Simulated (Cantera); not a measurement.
A Cantera script and its output.

```python
import numpy as np
import cantera as ct

gas = ct.Solution("h2o2.yaml")
gas.TPX = 1275, 420, {'H2': 0.021, 'O2': 1, 'N2': 1.5}
reactor = ct.IdealGasConstPressureReactor(gas, energy="off", clone=False)
net = ct.ReactorNet([reactor])
net.rtol, net.atol = 1e-08, 1e-18
show = ['H2', 'O2', 'H2O2', 'H2O', 'H', 'HO2', 'OH']
times = np.geomspace(3e-05, 100, 15)

steps = ct.SolutionArray(gas, extra=["t"])
rows = []
print(f"{'t/s':>10s}{'T/K':>9s}{'P/Pa':>11s}" + "".join(f"{s:>11s}" for s in show))
for t in times:
    while net.time < t:
        t_next = net.step()
        steps.append(gas.state, t=t_next)
    rows.append([np.interp(t, steps.t, y) for y in (steps.T, steps.P, *steps(*show).X.T)])
    print(f"{t:10.3e}{rows[-1][0]:9.1f}{rows[-1][1]:11.4g}" + "".join(f"{x:11.3e}" for x in rows[-1][2:]))
rate = np.gradient(steps.T, steps.t)
print("integrator steps:", len(steps.t))
if steps.T.max() > steps.T[0] + 200:
    print(f"time of steepest temperature rise: {steps.t[rate.argmax()]:.4e} s")
gas.TPX = 1275, 420, {'H2': 0.021, 'O2': 1, 'N2': 1.5}
gas.equilibrate("TP")
print(f"equilibrium (TP): T = {gas.T:.1f} K  " + "  ".join(f"{s} {gas[s].X[0]:.3e}" for s in show))
```

Result:

```
       t/s      T/K       P/Pa         H2         O2       H2O2        H2O          H        HO2         OH
 3.000e-05   1275.0        420  8.330e-03  3.967e-01  6.463e-16  5.897e-14  1.025e-10  1.089e-10  6.447e-12
 8.771e-05   1275.0        420  8.330e-03  3.967e-01  5.509e-15  1.374e-12  2.688e-10  3.185e-10  5.048e-11
 2.564e-04   1275.0        420  8.330e-03  3.967e-01  4.690e-14  2.889e-11  6.033e-10  9.311e-10  3.449e-10
 7.497e-04   1275.0        420  8.330e-03  3.967e-01  3.965e-13  4.951e-10  1.167e-09  2.722e-09  1.864e-09
 2.192e-03   1275.0        420  8.330e-03  3.967e-01  3.284e-12  7.421e-09  3.277e-09  7.956e-09  9.796e-09
 6.408e-03   1275.0        420  8.330e-03  3.967e-01  2.571e-11  2.058e-07  3.869e-08  2.331e-08  1.422e-07
 1.873e-02   1275.0        420  8.031e-03  3.964e-01  3.321e-10  2.160e-04  3.620e-05  1.337e-07  1.306e-04
 5.477e-02   1275.0        420  7.056e-05  3.891e-01  4.027e-09  7.559e-03  6.003e-04  1.625e-07  8.015e-04
 1.601e-01   1275.0        420  6.455e-05  3.892e-01  3.889e-09  7.597e-03  5.630e-04  1.586e-07  7.763e-04
 4.682e-01   1275.0        420  5.898e-05  3.897e-01  3.846e-09  7.660e-03  4.881e-04  1.529e-07  7.424e-04
 1.369e+00   1275.0        420  4.602e-05  3.907e-01  3.697e-09  7.802e-03  3.307e-04  1.377e-07  6.566e-04
 4.002e+00   1275.0        420  2.500e-05  3.923e-01  3.203e-09  8.021e-03  1.291e-04  1.039e-07  4.849e-04
 1.170e+01   1275.0        420  7.704e-06  3.935e-01  2.077e-09  8.208e-03  2.165e-05  5.532e-08  2.697e-04
 3.420e+01   1275.0        420  1.482e-06  3.940e-01  8.338e-10  8.302e-03  1.810e-06  1.909e-08  1.184e-04
 1.000e+02   1275.0        420  2.512e-07  3.941e-01  2.246e-10  8.340e-03  1.260e-07  5.373e-09  4.880e-05
integrator steps: 1361
equilibrium (TP): T = 1275.0 K  H2 1.142e-08  O2 3.941e-01  H2O2 1.535e-11  H2O 8.360e-03  H 1.224e-09  HO2 3.471e-09  OH 1.042e-05
```

Computed with Cantera and the H2/O2 subset of GRI-Mech 3.0, which has no nitrogen chemistry. Radical loss at walls, strong at low pressure, is not modelled.
